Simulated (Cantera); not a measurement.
What does this Cantera script print?

```python
import numpy as np
import cantera as ct

gas_names = """
    Cu CuO Cu2 H HO2 H2 H2O H2O2 O OH O2 O3
""".split()
cond_names = """
    Cu(cr) Cu(L) CuO(s) CuO2H2(s) Cu2O(s) Cu2O(L) H2O(s) H2O(L)
""".split()


# ... load() reads the species with a 1 bar reference pressure and builds the phases ...
atoms = {
    'Cu2O': {'Cu': 2, 'O': 1},
    'H2': {'H': 2},
    'H2O': {'H': 2, 'O': 1},
}
top_T = {'CuO(s)': 1390}  # K; cautious upper limits of use, not melting points


# ... equilibrate(T, P, feed) seeds the gas with the atoms and calls Mixture.equilibrate('TP', solver="vcs", rtol=1e-11, max_steps=5000) ...
results = []
feed = {'Cu2O': 1, 'H2': 1800, 'H2O': 0.4}  # mol
P = 101325  # Pa
for T in [600, 800, 1000, 1200, 1400, 1600, 1800, 2000, 2200]:
    mix = equilibrate(T, P, feed)
    results.append((T, P, feed, dict(zip(mix.species_names, mix.species_moles))))
    x = sorted(zip(gas.X, gas.species_names), reverse=True)
    print(f"T = {T:g} K  P = {P:g} Pa  gas = {mix.phase_moles(0):.4g} mol")
    print("   x: " + "  ".join(f"{s} {v:.3e}" for v, s in x if v > 0.0001))
    print("   condensed (mol): " + ("  ".join(f"{mix.phase(i).name} {mix.phase_moles(i):.4g}"
          for i in range(1, mix.n_phases) if mix.phase_moles(i) > 1e-12) or "none"))
```

Output:

```
T = 600 K  P = 101325 Pa  gas = 1800 mol
   x: H2 9.992e-01  H2O 7.776e-04
   condensed (mol): Cu(cr) 2
T = 800 K  P = 101325 Pa  gas = 1800 mol
   x: H2 9.992e-01  H2O 7.776e-04
   condensed (mol): Cu(cr) 2
T = 1000 K  P = 101325 Pa  gas = 1800 mol
   x: H2 9.992e-01  H2O 7.776e-04
   condensed (mol): Cu(cr) 2
T = 1200 K  P = 101325 Pa  gas = 1800 mol
   x: H2 9.992e-01  H2O 7.776e-04
   condensed (mol): Cu(cr) 2
T = 1400 K  P = 101325 Pa  gas = 1800 mol
   x: H2 9.992e-01  H2O 7.776e-04
   condensed (mol): Cu(L) 1.998
T = 1600 K  P = 101325 Pa  gas = 1801 mol
   x: H2 9.991e-01  H2O 7.776e-04
   condensed (mol): Cu(L) 1.929
T = 1800 K  P = 101325 Pa  gas = 1802 mol
   x: H2 9.983e-01  H2O 7.770e-04  Cu 5.344e-04  H 3.554e-04
   condensed (mol): Cu(L) 1.034
T = 2000 K  P = 101325 Pa  gas = 1804 mol
   x: H2 9.965e-01  H 1.613e-03  Cu 1.106e-03  H2O 7.760e-04
   condensed (mol): none
T = 2200 K  P = 101325 Pa  gas = 1807 mol
   x: H2 9.925e-01  H 5.574e-03  Cu 1.106e-03  H2O 7.740e-04
   condensed (mol): none
```

Method: chemical equilibrium by Gibbs-energy minimisation in Cantera with the NASA 1993 tables (ideal gas, pure condensed phases).
